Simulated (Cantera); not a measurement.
# Ammonia decomposition in nitride growth gas

An isothermal, constant-pressure homogeneous reactor starts with 82.0 % NH3, 18.0 % N2, at 2275 K and 0.210 bar.

Detailed kinetics in Cantera: the gas-phase N/H chemistry of the illustrative SiF4/NH3 mechanism in the Surface Chemkin manual (1991). Walls and surfaces, which speed up NH3 decomposition in real reactors, are not modelled.

| t (s) | x NH3 | x NH2 | x N2H2 | x N2H4 | x H2 | x N |
|---|---|---|---|---|---|---|
| 2.00e-6 | 0.820 | 9.69e-5 | 2.28e-9 | 1.19e-10 | 4.65e-5 | 4.17e-12 |
| 7.48e-6 | 0.819 | 0.000372 | 6.55e-8 | 1.87e-9 | 0.000185 | 3.15e-10 |
| 2.80e-5 | 0.818 | 0.00137 | 1.43e-6 | 2.59e-8 | 0.000727 | 1.64e-8 |
| 0.000105 | 0.812 | 0.00389 | 1.56e-5 | 2.09e-7 | 0.00405 | 1.66e-7 |
| 0.000391 | 0.786 | 0.00440 | 2.27e-5 | 2.68e-7 | 0.0250 | 7.95e-7 |
| 0.00146 | 0.698 | 0.00362 | 1.83e-5 | 1.81e-7 | 0.0979 | 2.49e-6 |
| 0.00547 | 0.467 | 0.00250 | 1.00e-5 | 8.64e-8 | 0.288 | 4.72e-6 |
| 0.0205 | 0.140 | 0.00107 | 2.29e-6 | 1.58e-8 | 0.558 | 6.07e-6 |
| 0.0765 | 0.00169 | 5.75e-5 | 2.17e-8 | 4.55e-11 | 0.668 | 7.42e-6 |
| 0.286 | 6.76e-6 | 4.88e-7 | 3.27e-12 | <1e-12 | 0.663 | 2.85e-7 |
| 1.07 | 1.45e-6 | 1.04e-7 | <1e-12 | <1e-12 | 0.663 | 6.10e-8 |
| 4.00 | 8.74e-7 | 6.31e-8 | <1e-12 | <1e-12 | 0.663 | 3.68e-8 |
x: mole fraction; the columns are a selection and need not sum to one.

Equilibrium at this temperature and pressure: NH3 8.67e-7, NH2 6.26e-8, N2H2 <1e-12, N2H4 <1e-12, H2 0.663, N 3.65e-8 (gas phase only).
